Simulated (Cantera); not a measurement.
Input: 1 mol B2H6, 27 mol H2, at 0.200 bar.

Cantera equilibrium calculation (NASA polynomials, part measured and part estimated; ideal gas, pure solids and liquids). Candidate condensed phases: B; 7 gas species. The feed counts by its element totals alone. The tables' values for BH2 are old estimates; treat these amounts as uncertain. Gases not in the tables: B2H6 and higher boranes. Rates play no part.

x: gas mole fraction; n: condensed amount in mol.

| T (K) | x H2 | x H | x BH2 | x BH3 | x B | n B(s) |
|---|---|---|---|---|---|---|
| 1723 | 1.000 | 0.000408 | 7.33e-5 | ? | 3.12e-9 | 2.00 |
| 1773 | 0.999 | 0.000636 | 0.000107 | ? | 9.32e-9 | 2.00 |
| 1823 | 0.999 | 0.000968 | 0.000153 | ? | 2.62e-8 | 2.00 |
| 1873 | 0.998 | 0.00144 | 0.000214 | ? | 6.96e-8 | 1.99 |
| 1923 | 0.998 | 0.00210 | 0.000295 | ? | 1.76e-7 | 1.99 |
| 1973 | 0.997 | 0.00301 | 0.000399 | ? | 4.23e-7 | 1.99 |
| 2023 | 0.995 | 0.00424 | 0.000531 | ? | 9.73e-7 | 1.98 |
| 2073 | 0.993 | 0.00586 | 0.000696 | ? | 2.15e-6 | 1.98 |
| 2123 | 0.991 | 0.00799 | 0.000901 | ? | 4.58e-6 | 1.97 |
| 2173 | 0.988 | 0.0107 | 0.00115 | ? | 9.40e-6 | 1.96 |

Problem. Fill in the missing entries.

Solution. 
- 1723, x BH3: 6.90e-6
- 1773, x BH3: 8.20e-6
- 1823, x BH3: 9.64e-6
- 1873, x BH3: 1.12e-5
- 1923, x BH3: 1.30e-5
- 1973, x BH3: 1.49e-5
- 2023, x BH3: 1.69e-5
- 2073, x BH3: 1.90e-5
- 2123, x BH3: 2.13e-5
- 2173, x BH3: 2.37e-5
